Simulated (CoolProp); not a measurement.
A simple Rankine cycle with hydrogen sulfide: condensing at 306.15 K, boiler at 6.3 MPa, turbine inlet 354.8 K, turbine efficiency 0.9, pump efficiency 0.6, no recuperator. Each further row changes one setting.

Values from CoolProp's reference Helmholtz-energy equation of state, Lemmon 2006. It is a short technical equation, of lower accuracy than the large ones.

| case | thermal efficiency (%) | net work (kJ/kg) | heat in (kJ/kg) | turbine exit temperature (K) | volume ratio over the turbine |
|---|---|---|---|---|---|
| as stated | 9.4 | 34.6 | 369 | 306.2 | 2.53 |
| turbine inlet 374.8 K | 9.9 | 41.6 | 418 | 306.2 | 2.25 |
| condensing temperature 298.15 K | 11.0 | 42.3 | 387 | 298.1 | 3.03 |
| boiler pressure 4.41 MPa | 6.7 | 28.6 | 426 | 306.2 | 1.61 |
| turbine efficiency 0.8 | 8.1 | 29.8 | 369 | 306.2 | 2.57 |

The expansion ends wet for: as stated; turbine inlet 374.8 K; condensing temperature 298.15 K; boiler pressure 4.41 MPa; turbine efficiency 0.8.
